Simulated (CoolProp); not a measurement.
The fluid at 298.15 K and 13 MPa expands adiabatically to 7.15 MPa with isentropic efficiency 0.7. The same conditions are run with several fluids, on thermodynamics alone (safety and materials aside).

Model: reference Helmholtz-energy equation of state of each fluid (methane: Setzmann 1991; oxygen: Schmidt 1985; ethylene: Smukala 2000; CF4 (R14): Platzer 1990; nitrogen: Span 2000), in CoolProp. The equations of Platzer and Polt are older, rougher fits.

```tsv
fluid	work (kJ/kg)	final temperature (K)	final density (kg/m³)
methane	48.1	261.6	[?]
oxygen	[?]	260.1	[?]
ethylene	11.7	[?]	331
CF4 (R14)	7.18	272.3	450
nitrogen	[?]	261.5	[?]
```

What belongs in the gaps?


- methane, final density (kg/m³): 65.5
- oxygen, work (kJ/kg): 27.5
- oxygen, final density (kg/m³): 114
- ethylene, final temperature (K): 286.7
- nitrogen, work (kJ/kg): 33.5
- nitrogen, final density (kg/m³): 94.7
